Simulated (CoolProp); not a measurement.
A simple Rankine cycle with R115: condensing at 294.15 K, boiler at 1.92 MPa, turbine inlet 344.8 K, turbine efficiency 0.75, pump efficiency 0.7, no recuperator. Each further row changes one setting.

Values from CoolProp's reference Helmholtz-energy equation of state, Lemmon 2016.

```tsv
case	thermal efficiency (%)	net work (kJ/kg)	heat in (kJ/kg)	turbine exit temperature (K)	volume ratio over the turbine
as stated	6.3	7.88	125	318.9	2.64
turbine inlet 364.8 K	6.3	9.04	144	341.1	2.52
condensing temperature 286.15 K	7.6	10.2	133	313.7	3.32
boiler pressure 1.34 MPa	3.9	5.23	133	331.6	1.71
turbine efficiency 0.65	5.3	6.67	125	320.4	2.66
```
